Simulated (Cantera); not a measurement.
Cantera run, input and output.

```python
import numpy as np
import cantera as ct

gas = ct.Solution("gri30.yaml")
gas.TPX = 400, 840000, {'CH3OH': 1, 'O2': 1.95, 'N2': 7.32}
flame = ct.FreeFlame(gas, width=0.009)
flame.set_refine_criteria(ratio=3, slope=0.08, curve=0.16)
flame.transport_model = "mixture-averaged"
flame.solve(loglevel=0, auto=True)
flame.transport_model = "multicomponent"
flame.soret_enabled = True
flame.solve(loglevel=0, refine_grid=True)
z, T = flame.grid, flame.T
thick = (T[-1] - T[0]) / np.gradient(T, z).max()
show = ['CH3OH', 'O2', 'NO', 'H2O', 'NO2', 'CH2']
print(f"laminar burning velocity  {flame.velocity[0] * 100:.3f} cm/s")
print(f"burnt temperature         {T[-1]:.1f} K")
print(f"thermal thickness         {thick * 1e3:.4f} mm")
print(f"grid points               {len(z)}")
z0 = z[flame.heat_release_rate.argmax()]
print(f"{'z/mm':>9s}{'T/K':>9s}{'u/(m/s)':>9s}" + "".join(f"{s:>11s}" for s in show))
rows = []
for k in (-3, -2, -1.5, -1, -0.5, -0.25, 0, 0.25, 0.5, 1, 2, 4, 8):
    zz = z0 + k * thick
    rows.append([k * thick, np.interp(zz, z, T), np.interp(zz, z, flame.velocity),
                 *(np.interp(zz, z, flame.X[gas.species_index(s)]) for s in show)])
    print(f"{rows[-1][0] * 1e3:9.3f}{rows[-1][1]:9.1f}{rows[-1][2]:9.3f}" + "".join(f"{x:11.3e}" for x in rows[-1][3:]))
```

Output:

```
laminar burning velocity  19.855 cm/s
burnt temperature         2063.1 K
thermal thickness         0.1025 mm
grid points               128
     z/mm      T/K  u/(m/s)      CH3OH         O2         NO        H2O        NO2        CH2
   -0.307    400.8    0.199  9.733e-02  1.897e-01  2.515e-11  1.741e-04  6.706e-10 -1.491e-18
   -0.205    405.7    0.202  9.724e-02  1.893e-01  2.031e-10  1.118e-03  6.161e-09 -8.716e-17
   -0.154    425.9    0.212  9.680e-02  1.877e-01  1.155e-09  4.467e-03  3.533e-08 -3.646e-16
   -0.102    541.3    0.272  9.202e-02  1.784e-01  1.306e-08  2.066e-02  2.573e-07 -2.134e-17
   -0.051    958.2    0.492  6.356e-02  1.421e-01  2.484e-07  7.285e-02  1.134e-06  1.248e-14
   -0.026   1317.6    0.688  3.170e-02  1.078e-01  1.121e-06  1.169e-01  1.331e-06  9.288e-10
    0.000   1702.4    0.902  1.900e-03  7.048e-02  3.588e-06  1.619e-01  2.133e-07  2.560e-07
    0.026   1876.9    0.988  8.217e-07  5.303e-02  5.545e-06  1.750e-01  2.474e-08  1.011e-08
    0.051   1957.4    1.026  5.237e-10  4.709e-02  6.961e-06  1.788e-01  2.891e-08  1.897e-10
    0.102   2021.2    1.055  4.739e-13  4.348e-02  8.624e-06  1.821e-01  3.364e-08  2.209e-13
    0.205   2052.9    1.070  1.117e-16  4.206e-02  1.013e-05  1.841e-01  2.899e-08  2.414e-16
    0.410   2062.0    1.074  1.452e-16  4.173e-02  1.170e-05  1.848e-01  2.475e-08  7.911e-17
    0.820   2063.1    1.075  1.661e-17  4.170e-02  1.432e-05  1.848e-01  2.877e-08  1.702e-17
```

Computed with Cantera and GRI-Mech 3.0 (53 species, 325 reactions). GRI-Mech 3.0 was tuned for natural gas; its chemistry of methanol as a main component is partial and can be far from experiment. Burning velocities carry a grid error of a few per cent, more on coarse grids.
